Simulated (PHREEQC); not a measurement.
Consider water at 15 °C with 1.1 mmol/kgw NaHCO3, 100 mmol/kgw Na2SO4 and 6.2 mmol/kgw NaCl. Closed to the air; pH follows from the charge balance.

Equilibrium calculation in PHREEQC: ion-association model, wateq4f.dat.

Task: The ionic strength comes out as 0.269 mol/kgw. What activity coefficients do Na+, CO3-2, NaSO4-, NaCO3-, HCO3- get?

Result: Na+ 0.73, CO3-2 0.29, NaSO4- 0.73, NaCO3- 0.73, HCO3- 0.73.

No solid was allowed to form. Complexes and solids missing from the database can't appear.
